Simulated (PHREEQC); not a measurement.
Consider water at 93 °C with 0.00098 mol NH4HS, 0.1 mol NaCl and 0.2 mol MnCl2 per kg of water. Closed to the air; pH follows from the charge balance.

Equilibrium calculation in PHREEQC: ion-association model, wateq4f.dat.

Precipitation was switched off in this run.

Q: What pH, activity of water, ionic strength does the model give?

A: pH 6.46; activity of water 0.987; ionic strength 0.592 mol/kgw.

Q: In which forms is S present?

A: HS- 63 %, H2S 37 % of the S.

At this temperature some constants are extrapolated from 25 °C, and those without enthalpy data are left unchanged. The polysulfide entries of wateq4f.dat were taken out for this run.
